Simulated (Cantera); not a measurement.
A Cantera script and what it prints.

```python
import numpy as np
import cantera as ct

gas_names = """
    Hg N NO NO2 NO3 N2 N2O O O2 O3
""".split()
cond_names = """
    Hg(cr) Hg(L) HgO(s)
""".split()


# ... load() reads the species with a 1 bar reference pressure and builds the phases ...
atoms = {
    'Hg': {'Hg': 1},
    'O2': {'O': 2},
    'N2': {'N': 2},
}
top_T = {}  # K; cautious upper limits of use, not melting points


# ... equilibrate(T, P, feed) seeds the gas with the atoms and calls Mixture.equilibrate('TP', solver="vcs", rtol=1e-11, max_steps=5000) ...
results = []
feed = {'Hg': 1, 'O2': 1.8, 'N2': 3.2}  # mol
P = 10000  # Pa
for T in [475, 500, 525, 550, 575, 600, 625, 650]:
    mix = equilibrate(T, P, feed)
    results.append((T, P, feed, dict(zip(mix.species_names, mix.species_moles))))

top = {s: max(r[3][s] / sum(r[3][g] for g in gas_names) for r in results) for s in gas_names}
cols = sorted((s for s in top if top[s] > 1e-06), key=lambda s: -top[s])[:6]
seen = [c for c in cond_names if any(r[3].get(c, 0) > 1e-12 for r in results)]
print("log10 of partial pressures in bar; condensed amounts in mol")
print(f"{'T/K':>10s}" + "".join(f"{s[:9]:>10s}" for s in cols + seen))
for T, P, feed, n in results:
    ng = sum(n[g] for g in gas_names)
    print(f"{T:10.4g}" + "".join(f"{np.log10(max(n[s] / ng * P / 1e5, 1e-99)):10.3f}" for s in cols)
          + "".join(f"{n.get(c, 0):10.4g}" for c in seen))
```

It prints:

```
log10 of partial pressures in bar; condensed amounts in mol
       T/K        N2        O2        Hg    HgO(s)
       475    -1.148    -1.539    -5.189    0.9997
       500    -1.148    -1.539    -4.365    0.9981
       525    -1.150    -1.539    -3.622    0.9892
       550    -1.155    -1.538    -2.948    0.9484
       575    -1.179    -1.535    -2.335    0.7767
       600    -1.272    -1.523    -1.780  0.005939
       625    -1.273    -1.523    -1.778         0
       650    -1.273    -1.523    -1.778         0
```

Method: chemical equilibrium by Gibbs-energy minimisation in Cantera with the NASA 1993 tables (ideal gas, pure condensed phases).
